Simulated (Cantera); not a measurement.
Charge: 1 mol SiH4, 16 mol N2, equilibrated at 1898.15 K.

Equilibrium computed with Cantera from the NASA thermochemical tables; the gas is ideal and each condensed phase is pure. Candidate condensed phases: Si, Si3N4; 18 gas species. The numbers say what is thermodynamically allowed, not how fast it happens.

Question: What share of the Si ends up in condensed phases as a function of P (Pa), at 5, 17, 59, 210, 710, 2400, 8400, 29000, 100000?

Answer: 
```csv
P (Pa),Si condensed (%),as
5,0.0,-
17,0.0,-
59,59.2,Si(l)
210,88.4,Si(l)
710,96.4,Si(l)
2400,98.8,Si(l)
8400,99.8,Si3N4(s)
29000,100.0,Si3N4(s)
100000,100.0,Si3N4(s)
```
